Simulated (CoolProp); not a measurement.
Vapour-liquid equilibrium of n-heptane (1) + o-xylene (2) at 430.6 K; x and y are mole fractions of (1).

Values from CoolProp's multi-fluid Helmholtz-energy mixture model, Span 2003 and Zhou 2012; pair parameters Bell 2016.

```
x     bubble pressure, mixture model (kPa)  bubble pressure, Raoult's law (kPa)  y, mixture model  y, Raoult's law
----  ------------------------------------  -----------------------------------  ----------------  ---------------
0.05                                 161.7                                156.3             0.161            0.140
0.15                                 198.7                                186.0             0.375            0.353
0.25                                 232.0                                215.6             0.515            0.508
0.35                                 262.5                                245.2             0.616            0.625
0.45                                 291.0                                274.9             0.696            0.717
0.55                                 318.3                                304.5             0.764            0.791
0.65                                 344.9                                334.1             0.822            0.852
0.75                                 371.2                                363.8             0.876            0.903
0.85                                 397.6                                393.4             0.927            0.946
0.95                                 424.3                                423.1             0.976            0.983
```

The largest gap from Raoult's law is +7.6 % in bubble pressure, at x = 0.25. No azeotrope shows between x = 0.05 and 0.95.

Pair parameters are fitted to limited data, so mixtures are less certain than the pure fluids.
